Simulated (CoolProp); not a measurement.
Model: reference Helmholtz-energy equation of state, Lemmon 2006, in CoolProp. It is a short technical equation, of lower accuracy than the large ones.

Task: Give the vapour pressure (kPa), liquid cp (kJ/(kg K)), vapour Z, surface tension (mN/m) of saturated C3F8 (R218) at 1.35, 12.35, 23.25 °C.

Result: 
| T (°C) | p (kPa) | liquid cp (kJ/(kg K)) | vapour Z | surface tension (mN/m) |
|---|---|---|---|---|
| 1.35 | 433 | 1.08 | 0.858 | 6.19 |
| 12.35 | 607 | 1.12 | 0.820 | 5.03 |
| 23.25 | 827 | 1.17 | 0.775 | 3.93 |

Surface tension comes from a separate correlation (Mulero 2012).
